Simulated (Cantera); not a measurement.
Input: 1 mol Si, 0.72 mol HCl, 6.8 mol H2, at 925 °C and 710000 Pa.

These are equilibrium values from Cantera (NASA tables, ideal gas, pure condensed phases), not measurements of a reactor. Candidate condensed phases: Si; 19 gas species. The tables' values for SiCl3 are old estimates; treat these amounts as uncertain. The numbers say what is thermodynamically allowed, not how fast it happens.

Base state: H2 0.958, HCl 0.0157, SiHCl3 0.0135, SiCl4 0.00817, SiH2Cl2 0.00289, SiCl3 0.000747, SiCl2 0.000604, SiH3Cl 0.000170 (mole fractions); condensed: Si(s).

Q: What changes in the equilibrium state with this change: HCl from 0.72 to 4.1 mol?

A: 
```json
[
 {"species": "H2", "before": "0.958", "after": "0.851"},
 {"species": "SiCl4", "before": "0.00817", "after": "0.0654"},
 {"species": "HCl", "before": "0.0157", "after": "0.0480"},
 {"species": "SiHCl3", "before": "0.0135", "after": "0.0312"},
 {"species": "SiH3Cl", "before": "0.000170", "after": "3.32e-5"},
 {"species": "SiCl3", "before": "0.000747", "after": "0.00184"},
 {"species": "SiH2Cl2", "before": "0.00289", "after": "0.00195"},
 {"species": "SiCl2", "before": "0.000604", "after": "0.000457"},
 {"species": "Si(s), mol", "before": "0.809", "after": "0"}
]
```
